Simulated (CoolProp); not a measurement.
Properties of water along the isotherm 503.25 °C (Tc = 373.9 °C, pc = 220.6 bar, ω = 0.344).

Values from CoolProp's reference Helmholtz-energy equation of state, Wagner 2002.

```csv
p (bar),phase,cv (kJ/(kg K)),isothermal compressibility (1/MPa)
0.349,gas,1.672,28.66
0.62,gas,1.672,16.14
1.1,gas,[?],9.098
1.96,gas,[?],5.109
3.49,gas,1.677,2.873
6.2,gas,1.681,1.620
11,gas,1.689,0.9167
19.6,gas,1.702,0.5179
34.9,gas,[?],0.2945
62,gas,[?],[?]
110,gas,1.865,0.1002
```

Question: What belongs in the gaps?

Answer: 
- 1.1, cv (kJ/(kg K)): 1.673
- 1.96, cv (kJ/(kg K)): 1.675
- 34.9, cv (kJ/(kg K)): 1.727
- 62, cv (kJ/(kg K)): 1.774
- 62, isothermal compressibility (1/MPa): 0.1697
